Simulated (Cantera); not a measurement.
A freely propagating, adiabatic, planar premixed flame of CH4 : C2H6 : C3H8 : O2 : N2 = 1 : 1.2 : 0.043 : 5.83 : 15.2 (molar parts), equivalence ratio 1.1, unburnt at 300 K and 760 Torr; mixture-averaged transport, grid criteria slope 0.08 and curve 0.16, no radiation.

Detailed kinetics in Cantera: GRI-Mech 3.0 (53 species, 325 reactions). Burning velocities carry a grid error of a few per cent, more on coarse grids.

Problem. Predict: laminar burning velocity; thermal thickness; peak x(O); peak x(CH2); peak x(CO).

Solution. 
```
Item                         Result
------------------------  ---------
laminar burning velocity  74.6 cm/s
thermal thickness          0.251 mm
peak x(O)                   0.00558
peak x(CH2)                0.000132
peak x(CO)                   0.0872
```
